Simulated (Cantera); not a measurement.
A closed system holds: 1 mol Al, 0.76 mol NH3, 170 mol H2, at 10.0 mbar.

Equilibrium computed with Cantera from the NASA thermochemical tables; the gas is ideal and each condensed phase is pure. Candidate condensed phases: Al, AlN; 13 gas species. Mutual solubility and eutectic melting of coexisting phases are not modelled. The numbers say what is thermodynamically allowed, not how fast it happens.

Q: What share of the Al ends up in condensed phases as a function of T (K), at 1275, 1325, 1375, 1425, 1475, 1525, 1575, 1625, 1675, 1725, 1775, 1825?

A: 
```
T (K)  Al condensed (%)              as
-----  ----------------  --------------
1275               99.6  Al(l) + AlN(s)
1325               98.9  Al(l) + AlN(s)
1375               97.1  Al(l) + AlN(s)
1425               92.8  Al(l) + AlN(s)
1475               83.1  Al(l) + AlN(s)
1525               76.0          AlN(s)
1575               76.0          AlN(s)
1625               75.8          AlN(s)
1675               73.4          AlN(s)
1725               60.0          AlN(s)
1775               23.4          AlN(s)
1825                0.0               -
```
